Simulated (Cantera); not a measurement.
A Cantera script and what it prints.

```python
import numpy as np
import cantera as ct

gas_names = """
    CL CL2 H HCL H2 N NH NH2 NH3 N2 N2H2 N2H4 Si SiCL SiCL2 SiCL3 SiCL4 SiH SiHCL3 SiH2 SiH2CL2 SiH3
    SiH3CL SiH4 SiN Si2 Si2N Si3
""".split()
cond_names = """
    NH4CL(a) NH4CL(b) Si(cr) Si(L) Si3N4(a)
""".split()


def load(file, names, dense=False):
    # The tables refer to 1 bar. Condensed volumes are neglected.
    table = {s.name: s for s in ct.Species.list_from_file(file)}
    out = []
    for n in names:
        d = dict(table[n].input_data)
        d["thermo"] = dict(d["thermo"], **{"reference-pressure": 1e5})
        if dense:
            d["equation-of-state"] = {"model": "constant-volume", "density": "1e6 g/cm^3"}
        out.append(ct.Species.from_dict(d))
    return out


gas = ct.Solution(thermo="ideal-gas", species=load("nasa_gas.yaml", gas_names))
cond = {s.name: ct.Solution(thermo="fixed-stoichiometry", species=[s], name=s.name)
        for s in load("nasa_condensed.yaml", cond_names, dense=True)}
atoms = {
    'SiH2Cl2': {'Si': 1, 'H': 2, 'CL': 2},
    'N2': {'N': 2},
    'H2': {'H': 2},
}
top_T = {'Si3N4(a)': 2400}  # K; cautious upper limits of use, not melting points


def equilibrate(T, P, feed):
    n = {}
    for name, mol in feed.items():
        for a, k in atoms[name].items():
            n[a] = n.get(a, 0.0) + k * mol
    gas.TPX = T, P, n
    mass = sum(n.values()) * gas.mean_molecular_weight
    gas.equilibrate("TP")
    valid = [c for c in cond.values() if c.min_temp <= T <= top_T.get(c.name, c.max_temp)]
    mix = ct.Mixture([(gas, mass / gas.mean_molecular_weight)] + [(c, 0.0) for c in valid])
    mix.T, mix.P = T, P
    mix.equilibrate("TP", solver="vcs", rtol=1e-11, max_steps=5000)
    return mix


results = []
T = 823.15  # K
P = 13332.2  # Pa
for m in [1.1, 1.6, 2.2, 3, 4.1, 5.7, 7.9, 11, 15]:
    feed = {'SiH2Cl2': 1, 'N2': m, 'H2': 12}  # mol
    mix = equilibrate(T, P, feed)
    results.append((T, P, feed, dict(zip(mix.species_names, mix.species_moles))))

top = {s: max(r[3][s] / sum(r[3][g] for g in gas_names) for r in results) for s in gas_names}
cols = sorted((s for s in top if top[s] > 1e-05), key=lambda s: -top[s])[:7]
seen = [c for c in cond_names if any(r[3].get(c, 0) > 1e-12 for r in results)]
print("log10 of partial pressures in bar; condensed amounts in mol")
print(f"{'n(N2)':>10s}" + "".join(f"{s[:9]:>10s}" for s in cols + seen))
for T, P, feed, n in results:
    ng = sum(n[g] for g in gas_names)
    print(f"{feed['N2']:10.4g}" + "".join(f"{np.log10(max(n[s] / ng * P / 1e5, 1e-99)):10.3f}" for s in cols)
          + "".join(f"{n.get(c, 0):10.4g}" for c in seen))
```

Result:

```
log10 of partial pressures in bar; condensed amounts in mol
     n(N2)        H2        N2       HCL     SiCL4       NH3    SiHCL3  Si3N4(a)
       1.1    -0.953    -2.382    -1.754    -3.660    -5.244    -5.777    0.3254
       1.6    -0.969    -2.074    -1.762    -3.863    -5.114    -5.988    0.3282
       2.2    -0.986    -1.879    -1.775    -4.013    -5.042    -6.142    0.3295
         3    -1.008    -1.719    -1.795    -4.153    -4.995    -6.284    0.3304
       4.1    -1.037    -1.580    -1.821    -4.295    -4.968    -6.428    0.3311
       5.7    -1.075    -1.452    -1.858    -4.451    -4.962    -6.585    0.3316
       7.9    -1.123    -1.343    -1.904    -4.615    -4.978    -6.750     0.332
        11    -1.182    -1.247    -1.963    -4.793    -5.020    -6.930    0.3323
        15    -1.248    -1.171    -2.028    -4.974    -5.081    -7.111    0.3326
```

Equilibrium computed with Cantera from the NASA thermochemical tables; the gas is ideal and each condensed phase is pure. N2 is the only nitrogen source here; it is nearly inert below about 1500 K, so the nitride shown seldom forms there in practice.
